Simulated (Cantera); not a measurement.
An isothermal, constant-pressure homogeneous reactor starts with H2 : O2 : N2 = 0.35 : 1 : 10 (molar parts), at 1250 K and 1.00 bar.

Cantera simulation using the H2/O2 subset of GRI-Mech 3.0, which has no nitrogen chemistry; the numbers are that mechanism's predictions, not measurements.

One state of this run: x H2 = 2.58e-6; x O2 = 0.0738; x H2O = 0.0313; x HO2 = 4.98e-7; x OH = 4.22e-5. x: mole fraction; the columns are a selection and need not sum to one.

Q: Which value of t (s) does it belong to?
(A) 0.875
(B) 0.0915
(C) 0.00956
(D) 0.00309

A: D, 0.00309
